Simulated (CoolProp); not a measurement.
A single-stage vapour-compression cycle with the fluid: evaporating at 228.15 K (dew point), condensing at 291.15 K (bubble point), superheat 10 K, subcooling 5 K, compressor efficiency 0.8, no pressure losses. The same conditions are run with several fluids, on thermodynamics alone (safety and materials aside).

Values from CoolProp's reference Helmholtz-energy equation of state of each fluid (n-perfluorobutane: Gao 2022; isobutane: Bücker 2006; trans-2-butene: Lemmon 2005; R13: Platzer 1990; isobutene: Lemmon 2005; carbonyl sulfide: Lemmon 2006). The equations of Platzer and Polt are older, rougher fits.

```csv
fluid,cooling COP,pressure ratio,discharge temperature (K),refrigerating effect (kJ/kg),volumetric capacity (kJ/m³)
n-perfluorobutane,1.85,17.8,291.1,55.6,80.3
isobutane,2.33,12.9,319.1,279,183
trans-2-butene,2.39,16.0,333.4,333,111
R13,1.73,6.03,327.8,?,?
isobutene,2.36,14.3,328.9,312,153
carbonyl sulfide,2.27,8.39,396.4,?,958
```

Q: Some entries are withheld; supply them.

A: 
- R13, refrigerating effect (kJ/kg): 70.2
- R13, volumetric capacity (kJ/m³): 2090
- carbonyl sulfide, refrigerating effect (kJ/kg): 240

The compression ends wet for: n-perfluorobutane.
